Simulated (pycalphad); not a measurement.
An equivalent pycalphad script:

```python
from pycalphad import Database, equilibrium, calculate, variables as v
import numpy as np
db = Database('COST507.tdb')
comps = ['SI', 'V', 'VA']
phases = ['BCC_A2', 'DIAMOND_A4', 'LIQUID', 'SI2V', 'SI3V5', 'SI5V6', 'SIV3']
eq = equilibrium(db, comps, phases, {v.X('V'): 0.518, v.T: np.arange(2850, 499, -75), v.P: 101325, v.N: 1}, output=['HM', 'SM'])
```

All values are pycalphad results on the COST 507 light-alloy database (1999) (1 atm), not direct measurements. These are 1990s assessments: newer ones move some temperatures and phases. Amounts are mole fractions of atoms. Kinetics are ignored, which matters at the lower temperatures.

Results at three of the temperatures:

```
T = 2550.00 K, P = 101325 Pa, N = 1 mol of atoms
G = -198875 J/mol, H = 59881 J/mol, S = 101.47 J/(mol K)  (SER reference)
chemical potentials (J/mol): Si -180204, V -216250
phase             fraction      x(Si)       x(V)
LIQUID              1.0000     0.4820     0.5180
```

```
T = 2100.00 K, P = 101325 Pa, N = 1 mol of atoms
G = -155140 J/mol, H = 30012 J/mol, S = 88.17 J/(mol K)  (SER reference)
chemical potentials (J/mol): Si -130130, V -178411
phase             fraction      x(Si)       x(V)
LIQUID              0.6927     0.5295     0.4705
SI3V5               0.3073     0.3750     0.6250
```

```
T = 1200.00 K, P = 101325 Pa, N = 1 mol of atoms
G = -93509 J/mol, H = -24940 J/mol, S = 57.14 J/(mol K)  (SER reference)
chemical potentials (J/mol): Si -63244, V -121670
phase             fraction      x(Si)       x(V)
SI3V5               0.6331     0.3750     0.6250
SI2V                0.3669     0.6667     0.3333
```

Changes of the phase set, refined by bisection:

```json
[
 {"T (°C)": "1920.6", "phases above": "LIQUID", "phases below": "LIQUID + SI3V5"},
 {"T (°C)": "1669.9", "phases above": "LIQUID + SI3V5", "phases below": "LIQUID + SI5V6"},
 {"T (°C)": "1650.8", "phases above": "LIQUID + SI5V6", "phases below": "SI2V + SI5V6"},
 {"T (°C)": "1161.5", "phases above": "SI2V + SI5V6", "phases below": "SI2V + SI3V5"}
]
```

Database names, with the compositions (at.%) that they take in these runs: SI3V5: V 62 Si 38; SI5V6: V 55 Si 45; SI2V: Si 67 V 33.
